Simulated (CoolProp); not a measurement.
The fluid at 287.2 K and 7.41 MPa flows at 0.11 m/s in a round tube of 25 mm bore and 15 µm roughness, fully developed (64/Re and Nu = 3.66 if laminar; Colebrook and Gnielinski if turbulent). The same conditions are run with several fluids, on thermodynamics alone (safety and materials aside).

Computed with CoolProp (reference Helmholtz-energy equation of state of each fluid (ethanol: Schroeder 2014; C3F8 (R218): Lemmon 2006; n-butane: Bücker 2006; R143a: Lemmon and Jacobsen 2000; CH2F2 (R32): Tillner-Roth 1997)).

Task: Rank ethanol, C3F8 (R218), n-butane, R143a, CH2F2 (R32) by Reynolds number, highest first.

Result: R143a (20300), CH2F2 (R32) (20100), C3F8 (R218) (16300), n-butane (8530), ethanol (1570)

```json
[
 {"fluid": "ethanol", "Darcy friction factor": "0.0408", "pressure drop (Pa/m)": "7.91", "heat-transfer coefficient (W/(m² K))": "24.8", "mass flow (kg/h)": "156"},
 {"fluid": "C3F8 (R218)", "Darcy friction factor": "0.0284", "pressure drop (Pa/m)": "9.98", "heat-transfer coefficient (W/(m² K))": "233", "mass flow (kg/h)": "282"},
 {"fluid": "n-butane", "Darcy friction factor": "0.0331", "pressure drop (Pa/m)": "4.77", "heat-transfer coefficient (W/(m² K))": "252", "mass flow (kg/h)": "116"},
 {"fluid": "R143a", "Darcy friction factor": "0.0271", "pressure drop (Pa/m)": "6.65", "heat-transfer coefficient (W/(m² K))": "326", "mass flow (kg/h)": "197"},
 {"fluid": "CH2F2 (R32)", "Darcy friction factor": "0.0271", "pressure drop (Pa/m)": "6.77", "heat-transfer coefficient (W/(m² K))": "492", "mass flow (kg/h)": "201"}
]
```

Transport values come from each fluid's own correlations; those of C3F8 (R218), R143a, CH2F2 (R32) are estimates that may be off by 10 % or more.
